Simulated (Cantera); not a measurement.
Input: 1 mol C2F6, 0.062 mol F2, equilibrated at 2175 K and 0.0100 bar.

Method: chemical equilibrium by Gibbs-energy minimisation in Cantera with the NASA 1993 tables (ideal gas, pure condensed phases). Candidate condensed phases: C; 13 gas species. The feed counts by its element totals alone. The tables' values for C2F4 are old estimates; treat these amounts as uncertain. Gases not in the tables: C2F6 and larger saturated fluorocarbons. The numbers say what is thermodynamically allowed, not how fast it happens.

Base state: CF4 0.533, CF2 0.307, F 0.142, CF3 0.0170, CF 0.00145, C2F4 1.21e-5 (mole fractions); condensed: C(graphite).

Problem. What changes in the equilibrium state with this change: temperature from 2175 K to 1123.15 K?

Solution. 
| species | before | after |
|---|---|---|
| CF4 | 0.533 | 1.00 |
| CF2 | 0.307 | 2.24e-7 |
| CF3 | 0.0170 | 2.18e-7 |
| F | 0.142 | 1.26e-8 |
| CF | 0.00145 | <1e-9 |
| C2F4 | 1.21e-5 | <1e-9 |
| C(graphite), mol | 0.211 | 0.469 |
